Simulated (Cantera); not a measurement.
What does this Cantera script print?

```python
import numpy as np
import cantera as ct

gas = ct.Solution("SiF4_NH3_mec.yaml", "gas")
gas.TPX = 1550, 130000, {'NH3': 1, 'H2': 1.5}
inlet = ct.Reservoir(gas, clone=True)

reactor = ct.IdealGasConstPressureReactor(gas, energy="off", clone=False)
exhaust = ct.Reservoir(gas, clone=True)
tau = [3.1, 1.4, 0.59, 0.26, 0.11, 0.049, 0.021, 0.0092, 0.004][0]
for a, b in ((inlet, reactor), (reactor, exhaust)):
    ct.MassFlowController(a, b, mdot=lambda t: reactor.mass / tau)
net = ct.ReactorNet([reactor])
show = ['NH3', 'H2', 'NH', 'NH2', 'N2H2', 'N2H4']

rows = []
print(f"{'tau/s':>10s}{'T/K':>9s}" + "".join(f"{s:>11s}" for s in show))
for tau in [3.1, 1.4, 0.59, 0.26, 0.11, 0.049, 0.021, 0.0092, 0.004]:
    net.initial_time = 0.0
    net.advance(30 * tau)
    before = gas.X
    net.advance(40 * tau)
    drift = np.max(np.abs(gas.X - before) / (gas.X + 1e-9))
    rows.append([gas.T, *gas[show].X, drift])
    print(f"{tau:10.3e}{gas.T:9.1f}" + "".join(f"{x:11.3e}" for x in gas[show].X))
```

Output:

```
     tau/s      T/K        NH3         H2         NH        NH2       N2H2       N2H4
 3.100e+00   1550.0  3.671e-01  6.211e-01  5.704e-08  2.395e-05  4.631e-08  4.079e-08
 1.400e+00   1550.0  3.838e-01  6.104e-01  5.926e-08  2.497e-05  5.080e-08  4.433e-08
 5.900e-01   1550.0  3.929e-01  6.045e-01  6.035e-08  2.550e-05  5.324e-08  4.622e-08
 2.600e-01   1550.0  3.968e-01  6.020e-01  6.060e-08  2.568e-05  5.411e-08  4.688e-08
 1.100e-01   1550.0  3.986e-01  6.009e-01  6.020e-08  2.565e-05  5.402e-08  4.679e-08
 4.900e-02   1550.0  3.994e-01  6.004e-01  5.892e-08  2.540e-05  5.292e-08  4.587e-08
 2.100e-02   1550.0  3.997e-01  6.001e-01  5.576e-08  2.472e-05  4.998e-08  4.345e-08
 9.200e-03   1550.0  3.999e-01  6.001e-01  4.916e-08  2.321e-05  4.378e-08  3.831e-08
 4.000e-03   1550.0  3.999e-01  6.000e-01  3.665e-08  2.003e-05  3.216e-08  2.854e-08
```

Detailed kinetics in Cantera: the gas-phase N/H chemistry of the illustrative SiF4/NH3 mechanism in the Surface Chemkin manual (1991). Walls and surfaces, which speed up NH3 decomposition in real reactors, are not modelled.
